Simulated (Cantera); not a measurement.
**Silicon nitride deposition: SiHCl3 + N2 + H2**

Feed: 1 mol SiHCl3, 0.29 mol N2, 18 mol H2, equilibrated at 1598 K.

Cantera equilibrium calculation (NASA polynomials, part measured and part estimated; ideal gas, pure solids and liquids). Candidate condensed phases: NH4Cl, Si, Si3N4; 28 gas species. Mutual solubility and eutectic melting of coexisting phases are not modelled. The tables' values for SiCl3, SiCl are old estimates; treat these amounts as uncertain. The numbers say what is thermodynamically allowed, not how fast it happens.

```
P (Pa)  log p H2  log p HCl  log p SiCl2  log p N2  log p H  log p SiCl3  n Si(s)  n Si3N4(s)
------  --------  ---------  -----------  --------  -------  -----------  -------  ----------
5          -4.37      -5.37        -5.83     -6.15    -6.46        -8.87    0.343           0
21         -3.74      -4.74        -5.20     -5.52    -6.14        -7.93    0.375           0
85         -3.13      -4.13        -4.59     -4.92    -5.84        -7.02    0.382           0
350        -2.52      -3.52        -3.98     -4.30    -5.53        -6.10    0.384           0
1400       -1.92      -2.92        -3.38     -3.70    -5.23        -5.20    0.384           0
5900       -1.29      -2.29        -2.76     -3.54    -4.92        -4.27   0.0959      0.0958
24000      -0.67      -1.68        -2.18     -3.50    -4.61        -3.38        0       0.132
100000     -0.05      -1.06        -1.63     -3.39    -4.30        -2.53        0       0.141
```
log p: log10 of the partial pressure in bar; n: condensed amount in mol.

From 5.00 Pa to 14.0 mbar the condensed part is Si(s). At 59.0 mbar the condensed part is Si(s) + Si3N4(s). From 0.240 bar to 1.00 bar the condensed part is Si3N4(s). The main Si-bearing gas is SiCl2 throughout. The share of Si in condensed phases is highest at 1.00 bar (42.3 %) and lowest at 5.00 Pa (34.3 %).
